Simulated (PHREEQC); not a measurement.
**Brine: speciation**

A solution holds 4.4 mol MgCl2, 0.43 mol K2SO4 and 1.9 mol LiCl per kg of water, at 15 °C. Closed to the air; pH follows from the charge balance.

Model: Pitzer model, pitzer.dat, run in PHREEQC.

Each row changes one thing in this solution. This is a speciation only: nothing precipitates in the calculation.

```tsv
case	MgOH+ (mol/kgw)	SI of Bischofite (MgCl2:6H2O)	SI of MgCl2_4H2O (MgCl2:4H2O)
as made	7.27e-6	-0.47	-2.04
K2SO4 left out	2.75e-6	-0.39	-1.98
LiCl left out	3.48e-6	-1.04	-2.90
LiCl from 1.9 to 0.95 mol/kgw	4.93e-6	-0.74	-2.46
```

Species that the database lacks are ignored. Some of these states are supersaturated (in Sylvite, Kieserite, Carnallite, for instance).
